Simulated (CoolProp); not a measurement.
Vapour-liquid equilibrium of cyclohexane (1) + n-heptane (2) at 433.7 K; x and y are mole fractions of (1).

Model: multi-fluid Helmholtz-energy mixture model, Zhou 2014 and Span 2003; pair parameters Bell 2016, in CoolProp.

Problem. Give the bubble pressure and the first vapour's composition at x = 0.05, 0.2, 0.35. Is there an azeotrope?

Solution. x = 0.05: 0.4778 MPa, y = 0.068; x = 0.2: 0.5103 MPa, y = 0.256; x = 0.35: 0.5430 MPa, y = 0.426. No azeotrope shows between x = 0.05 and 0.95.

The pair parameters rest on a limited set of measurements; away from them the model extrapolates.
